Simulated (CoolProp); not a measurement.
Vapour-liquid equilibrium of n-hexane (1) + toluene (2) at 376.3 K; x and y are mole fractions of (1).

Values from CoolProp's multi-fluid Helmholtz-energy mixture model, Thol 2019 and Lemmon 2006; pair parameters Bell 2016.

```
x      bubble pressure, mixture model (MPa)  bubble pressure, Raoult's law (MPa)  y, mixture model  y, Raoult's law
-----  ------------------------------------  -----------------------------------  ----------------  ---------------
0.05                                0.09585                              0.09087             0.185            0.147
0.125                                0.1150                               0.1048             0.366            0.318
0.2                                  0.1321                               0.1187                 ?            0.450
0.275                                0.1476                               0.1326             0.574            0.554
0.35                                      ?                               0.1465             0.643            0.638
0.425                                     ?                               0.1604             0.700            0.707
0.5                                  0.1879                               0.1742                 ?            0.766
0.575                                0.2001                               0.1881             0.792            0.816
0.65                                 0.2120                               0.2020             0.832            0.859
0.725                                0.2237                               0.2159             0.870            0.896
0.8                                  0.2354                               0.2298             0.906            0.929
0.875                                0.2471                               0.2437                 ?            0.958
0.95                                 0.2589                               0.2576             0.977            0.984
```

Complete the blanks.


- 0.2, y, mixture model: 0.486
- 0.35, bubble pressure, mixture model (MPa): 0.1619
- 0.425, bubble pressure, mixture model (MPa): 0.1752
- 0.5, y, mixture model: 0.749
- 0.875, y, mixture model: 0.942

The largest gap from Raoult's law is +11.3 % in bubble pressure, at x = 0.275. No azeotrope shows between x = 0.05 and 0.95.

Pair parameters are fitted to limited data, so mixtures are less certain than the pure fluids.
